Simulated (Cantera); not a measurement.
What does this Cantera script print?

```python
import numpy as np
import cantera as ct

gas_names = """
    CL CL2 H HCL H2 Si SiCL SiCL2 SiCL3 SiCL4 SiH SiHCL3 SiH2 SiH2CL2 SiH3 SiH3CL SiH4 Si2 Si3
""".split()
cond_names = """
    Si(cr) Si(L)
""".split()


# ... load() reads the species with a 1 bar reference pressure and builds the phases ...
atoms = {
    'SiCl4': {'Si': 1, 'CL': 4},
    'HCl': {'H': 1, 'CL': 1},
    'H2': {'H': 2},
}
top_T = {}  # K; cautious upper limits of use, not melting points


# ... equilibrate(T, P, feed) seeds the gas with the atoms and calls Mixture.equilibrate('TP', solver="vcs", rtol=1e-11, max_steps=5000) ...
results = []
T = 1400  # K
P = 1200000  # Pa
for m in [0.74, 1, 1.4, 2, 2.8, 3.8, 5.3]:
    feed = {'SiCl4': 1, 'HCl': m, 'H2': 0.31}  # mol
    mix = equilibrate(T, P, feed)
    results.append((T, P, feed, dict(zip(mix.species_names, mix.species_moles))))

top = {s: max(r[3][s] / sum(r[3][g] for g in gas_names) for r in results) for s in gas_names}
cols = sorted((s for s in top if top[s] > 1e-06), key=lambda s: -top[s])[:6]
seen = [c for c in cond_names if any(r[3].get(c, 0) > 1e-12 for r in results)]
print("log10 of partial pressures in bar; condensed amounts in mol")
print(f"{'n(HCl)':>10s}" + "".join(f"{s[:9]:>10s}" for s in cols + seen))
for T, P, feed, n in results:
    ng = sum(n[g] for g in gas_names)
    print(f"{feed['HCl']:10.4g}" + "".join(f"{np.log10(max(n[s] / ng * P / 1e5, 1e-99)):10.3f}" for s in cols)
          + "".join(f"{n.get(c, 0):10.4g}" for c in seen))
```

It prints:

```
log10 of partial pressures in bar; condensed amounts in mol
    n(HCl)       HCL     SiCL4        H2    SiHCL3     SiCL3     SiCL2
      0.74     0.657     0.749     0.211    -0.848    -1.127    -2.376
         1     0.728     0.701     0.170    -1.007    -1.266    -2.605
       1.4     0.799     0.635     0.110    -1.204    -1.433    -2.873
         2     0.864     0.551     0.031    -1.432    -1.621    -3.166
       2.8     0.914     0.459    -0.058    -1.663    -1.808    -3.448
       3.8     0.952     0.366    -0.149    -1.885    -1.984    -3.707
       5.3     0.984     0.255    -0.258    -2.136    -2.182    -3.991
```

These are equilibrium values from Cantera (NASA tables, ideal gas, pure condensed phases), not measurements of a reactor. The tables' values for SiCl3 are old estimates; treat these amounts as uncertain.
